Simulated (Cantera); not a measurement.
Charge: 1 mol CH3Cl, at 552 °C and 10.0 Torr.

These are equilibrium values from Cantera (NASA tables, ideal gas, pure condensed phases), not measurements of a reactor. Candidate condensed phases: C, C6H6, C7H8, C8H18; 91 gas species. Equilibrium is a limit: real reactors are often held back by kinetics, nucleation or transport.

Base state: HCl 0.501, H2 0.496, CH4 0.00296 (mole fractions); condensed: C(graphite).

Question: What changes in the equilibrium state with this change: temperature from 552 °C to 3025 °C?

Answer: 
| species | before | after |
|---|---|---|
| H | <1e-9 | 0.617 |
| Cl | <1e-9 | 0.220 |
| C3 | <1e-9 | 0.0575 |
| HCl | 0.501 | 0.0205 |
| H2 | 0.496 | 0.0384 |
| C | <1e-9 | 0.0258 |
| C2 | <1e-9 | 0.0120 |
| C2H | <1e-9 | 0.00568 |
| CH4 | 0.00296 | <1e-9 |
| C2H2 (acetylene) | <1e-9 | 0.00140 |
| C5 | <1e-9 | 0.000640 |
| C(graphite), mol | 0.994 | 0 |
The tables' values for CCl are old estimates; treat these amounts as uncertain.
